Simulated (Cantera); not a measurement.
## Si + HBr + N₂ (silicon etching in halogen gases)

Charge: 1 mol Si, 23 mol HBr, 39 mol N₂, equilibrated at 7.50 Torr.

Equilibrium computed with Cantera from the NASA thermochemical tables; the gas is ideal and each condensed phase is pure. Candidate condensed phases: Br₂, Si, Si₃N₄; 28 gas species. The tables' values for SiBr₃ are old estimates; treat these amounts as uncertain. Kinetics and transport are ignored.

| T (K) | log p N₂ | log p HBr | log p Br | log p H₂ | log p SiBr₂ | log p SiBr₄ | log p SiBr₃ | log p H |
|---|---|---|---|---|---|---|---|---|
| 1325 | -2.20 | -2.51 | -4.21 | -3.50 | -4.43 | -3.94 | -4.97 | -7.54 |
| 1350 | -2.20 | -2.51 | -4.10 | -3.51 | -4.30 | -4.00 | -4.91 | -7.38 |
| 1375 | -2.20 | -2.51 | -3.99 | -3.52 | -4.19 | -4.08 | -4.87 | -7.22 |
| 1400 | -2.20 | -2.51 | -3.88 | -3.52 | -4.10 | -4.17 | -4.85 | -7.07 |
| 1425 | -2.20 | -2.51 | -3.78 | -3.52 | -4.02 | -4.28 | -4.85 | -6.93 |
| 1450 | -2.20 | -2.51 | -3.69 | -3.51 | -3.97 | -4.41 | -4.87 | -6.78 |
| 1475 | -2.21 | -2.52 | -3.61 | -3.50 | -3.92 | -4.56 | -4.90 | -6.64 |
| 1500 | -2.21 | -2.52 | -3.53 | -3.48 | -3.89 | -4.72 | -4.94 | -6.49 |
| 1525 | -2.21 | -2.53 | -3.47 | -3.46 | -3.87 | -4.88 | -5.00 | -6.35 |
| 1550 | -2.21 | -2.54 | -3.40 | -3.43 | -3.85 | -5.06 | -5.06 | -6.22 |
| 1575 | -2.21 | -2.55 | -3.34 | -3.40 | -3.84 | -5.24 | -5.13 | -6.08 |
| 1600 | -2.21 | -2.56 | -3.29 | -3.37 | -3.83 | -5.42 | -5.20 | -5.95 |
| 1625 | -2.21 | -2.57 | -3.24 | -3.34 | -3.83 | -5.61 | -5.27 | -5.82 |
log p: log10 of the partial pressure in bar; nothing condenses.

From 1325 K to 1625 K nothing is condensed. The main Si-bearing gas is SiBr₄ at 1325 K and SiBr₂ at 1625 K.
